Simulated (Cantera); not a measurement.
An isothermal, constant-pressure homogeneous reactor starts with NO : N2 = 1 : 5.5 (molar parts), at 1750 K and 1.60 bar. Integrator tolerance rtol = 1e-08.

Detailed kinetics in Cantera: GRI-Mech 3.0 (53 species, 325 reactions).

**Question.** What does this change do: temperature 1750 to 2000 K?

**Answer.** 
| quantity | before | after |
|---|---|---|
| x(NO) at 10.0 s | 0.0825 (gas-phase equilibrium 0.00228) | 0.00528 (gas-phase equilibrium 0.00495) |
| x(O2) at 10.0 s | 0.0356 (gas-phase equilibrium 0.0758) | 0.0742 (gas-phase equilibrium 0.0744) |
| x(O) at 10.0 s | 1.14e-5 (gas-phase equilibrium 1.64e-5) | 0.000145 (gas-phase equilibrium 0.000145) |
| x(N2) at 10.0 s | 0.882 (gas-phase equilibrium 0.922) | 0.920 (gas-phase equilibrium 0.921) |
| x(NO2) at 10.0 s | 0.000121 (gas-phase equilibrium 4.82e-6) | 6.84e-6 (gas-phase equilibrium 6.41e-6) |
| x(N2O) at 10.0 s | 2.94e-6 (gas-phase equilibrium 1.80e-7) | 3.81e-7 (gas-phase equilibrium 3.80e-7) |

**Question.** What does this change do: temperature 1750 to 1500 K?

**Answer.** 
```
quantity                                            before                                     after
----------------  ----------------------------------------  ----------------------------------------
x(NO) at 10.0 s     0.0825 (gas-phase equilibrium 0.00228)    0.147 (gas-phase equilibrium 0.000803)
x(O2) at 10.0 s      0.0356 (gas-phase equilibrium 0.0758)    0.00327 (gas-phase equilibrium 0.0765)
x(O) at 10.0 s     1.14e-5 (gas-phase equilibrium 1.64e-5)   2.09e-7 (gas-phase equilibrium 8.92e-7)
x(N2) at 10.0 s        0.882 (gas-phase equilibrium 0.922)       0.850 (gas-phase equilibrium 0.923)
x(NO2) at 10.0 s  0.000121 (gas-phase equilibrium 4.82e-6)  0.000138 (gas-phase equilibrium 3.27e-6)
x(N2O) at 10.0 s   2.94e-6 (gas-phase equilibrium 1.80e-7)   7.53e-6 (gas-phase equilibrium 6.74e-8)
```

**Question.** What does this change do: temperature 1750 to 1850 K?

**Answer.** 
```csv
quantity,before,after
x(NO) at 10.0 s,0.0825 (gas-phase equilibrium 0.00228),0.0358 (gas-phase equilibrium 0.00319)
x(O2) at 10.0 s,0.0356 (gas-phase equilibrium 0.0758),0.0590 (gas-phase equilibrium 0.0753)
x(O) at 10.0 s,1.14e-5 (gas-phase equilibrium 1.64e-5),3.74e-5 (gas-phase equilibrium 4.21e-5)
x(N2) at 10.0 s,0.882 (gas-phase equilibrium 0.922),0.905 (gas-phase equilibrium 0.921)
x(NO2) at 10.0 s,0.000121 (gas-phase equilibrium 4.82e-6),5.44e-5 (gas-phase equilibrium 5.46e-6)
x(N2O) at 10.0 s,2.94e-6 (gas-phase equilibrium 1.80e-7),7.74e-7 (gas-phase equilibrium 2.49e-7)
```
